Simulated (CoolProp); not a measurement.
Saturated liquid density (kg/m³) of isohexane: the reference equation beside estimates from Tc = 497.7 K, pc = 3.043 MPa, ω = 0.280. Rackett uses Z = 0.29056 − 0.08775 ω.

Values from CoolProp's reference Helmholtz-energy equation of state, Lemmon 2006. It is a short technical equation, of lower accuracy than the large ones.

```json
[
 {"T (K)": "256.6", "reference": "685.6", "Rackett": "699.0", "van der Waals": "411.8", "Redlich-Kwong": "610.8", "Soave-Redlich-Kwong": "626.3", "Peng-Robinson": "704.7"},
 {"T (K)": "270.3", "reference": "673.6", "Rackett": "686.6", "van der Waals": "405.1", "Redlich-Kwong": "(withheld)", "Soave-Redlich-Kwong": "616.6", "Peng-Robinson": "694.5"},
 {"T (K)": "284.1", "reference": "661.3", "Rackett": "673.8", "van der Waals": "398.2", "Redlich-Kwong": "588.0", "Soave-Redlich-Kwong": "606.3", "Peng-Robinson": "683.5"},
 {"T (K)": "297.9", "reference": "648.7", "Rackett": "660.7", "van der Waals": "391.0", "Redlich-Kwong": "575.6", "Soave-Redlich-Kwong": "595.2", "Peng-Robinson": "671.7"},
 {"T (K)": "311.7", "reference": "635.9", "Rackett": "647.2", "van der Waals": "383.4", "Redlich-Kwong": "562.6", "Soave-Redlich-Kwong": "583.5", "Peng-Robinson": "659.0"},
 {"T (K)": "325.4", "reference": "622.9", "Rackett": "633.4", "van der Waals": "375.6", "Redlich-Kwong": "549.0", "Soave-Redlich-Kwong": "(withheld)", "Peng-Robinson": "645.5"},
 {"T (K)": "339.2", "reference": "609.3", "Rackett": "618.9", "van der Waals": "367.4", "Redlich-Kwong": "534.5", "Soave-Redlich-Kwong": "557.5", "Peng-Robinson": "630.8"},
 {"T (K)": "353", "reference": "595.2", "Rackett": "603.9", "van der Waals": "358.7", "Redlich-Kwong": "519.1", "Soave-Redlich-Kwong": "543.0", "Peng-Robinson": "614.9"},
 {"T (K)": "366.8", "reference": "580.5", "Rackett": "588.3", "van der Waals": "(withheld)", "Redlich-Kwong": "502.8", "Soave-Redlich-Kwong": "527.3", "Peng-Robinson": "597.7"},
 {"T (K)": "380.5", "reference": "565.1", "Rackett": "572.0", "van der Waals": "339.9", "Redlich-Kwong": "(withheld)", "Soave-Redlich-Kwong": "(withheld)", "Peng-Robinson": "579.0"},
 {"T (K)": "394.3", "reference": "548.7", "Rackett": "554.6", "van der Waals": "329.6", "Redlich-Kwong": "466.9", "Soave-Redlich-Kwong": "492.0", "Peng-Robinson": "558.3"},
 {"T (K)": "408.1", "reference": "531.1", "Rackett": "536.1", "van der Waals": "(withheld)", "Redlich-Kwong": "446.9", "Soave-Redlich-Kwong": "471.8", "Peng-Robinson": "535.5"}
]
```

Q: What belongs in the gaps?

A: 
- 270.3, Redlich-Kwong: 599.7
- 325.4, Soave-Redlich-Kwong: 571.0
- 366.8, van der Waals: 349.6
- 380.5, Redlich-Kwong: 485.5
- 380.5, Soave-Redlich-Kwong: 510.5
- 408.1, van der Waals: 318.5

Absolute difference from the reference over all 12 rows, mean and median: Rackett 1.6 and 1.6 %, van der Waals 39.8 and 39.8 %, Redlich-Kwong 12.6 and 12.1 %, Soave-Redlich-Kwong 9.0 and 8.6 %, Peng-Robinson 2.9 and 3.2 %.
